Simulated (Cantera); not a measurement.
Mixture: CH₄ : O₂ : N₂ = 1 : 1.82 : 6.84 (molar parts), equivalence ratio 1.1, at 500000 Pa, adiabatic and at constant pressure. Ignition delay is the time to a rise of 400 K.

Computed with Cantera and GRI-Mech 3.0 (53 species, 325 reactions).

Q: What does this change do: pressure from 500000 Pa to 1000000 Pa?

A: 
| quantity | before | after |
|---|---|---|
| delay at 1075 K | 58.6 ms | 26.2 ms |
| delay at 1225 K | 7.63 ms | 3.66 ms |
| delay at 1375 K | 1.30 ms | 0.681 ms |
| delay at 1525 K | 0.274 ms | 0.154 ms |
| delay at 1675 K | 71.9 µs | 41.6 µs |
| apparent activation energy between 1600 and 1750 K | 190 kJ/mol | 190 kJ/mol |
